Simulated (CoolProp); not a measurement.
Vapour-liquid equilibrium of R22 (1) + R152A (2) at 281.4 K; x and y are mole fractions of (1).

Model: multi-fluid Helmholtz-energy mixture model, Kamei 1995 and Outcalt 1996; pair parameters Bell 2016, in CoolProp.

| x | bubble pressure (MPa) | y at the bubble point | dew pressure at overall composition x (MPa) | liquid density (mol/L) |
|---|---|---|---|---|
| 0.05 | 0.3624 | 0.075 | 0.3587 | 14.25 |
| 0.2 | 0.3965 | 0.283 | 0.3820 | 14.30 |
| 0.35 | 0.4339 | 0.466 | 0.4093 | 14.35 |
| 0.5 | 0.4757 | 0.626 | 0.4420 | 14.40 |
| 0.65 | 0.5220 | 0.765 | 0.4828 | 14.44 |
| 0.8 | 0.5728 | 0.880 | 0.5361 | 14.47 |
| 0.95 | 0.6272 | 0.974 | 0.6119 | 14.49 |

No azeotrope shows between x = 0.05 and 0.95.

Pair parameters are fitted to limited data, so mixtures are less certain than the pure fluids.
